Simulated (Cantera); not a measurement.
Input: 1 mol Al2O3, 0.28 mol N2, at 1848 K and 0.00900 Torr.

Cantera equilibrium calculation (NASA polynomials, part measured and part estimated; ideal gas, pure solids and liquids). Candidate condensed phases: Al, AlN, Al2O3; 16 gas species. Rates play no part.

Base state: N2 1.000, O 2.88e-5, Al 2.27e-5 (mole fractions); condensed: Al2O3(s).

What changes in the equilibrium state with this change: Al2O3 replaced by Si3N4?


```
species         before     after
-------------  -------  --------
Si                   0     0.523
N2               1.000     0.472
Si2                  0   0.00364
Al             2.27e-5         0
Si3                  0  0.000843
Si2N                 0  0.000732
SiN                  0  0.000480
O              2.88e-5         0
Al2O3(s), mol    1.000         0
Si(l), mol           0     0.419
```
The tables' values for SiN are old estimates; treat these amounts as uncertain. Further candidate phases: Si, Si3N4.
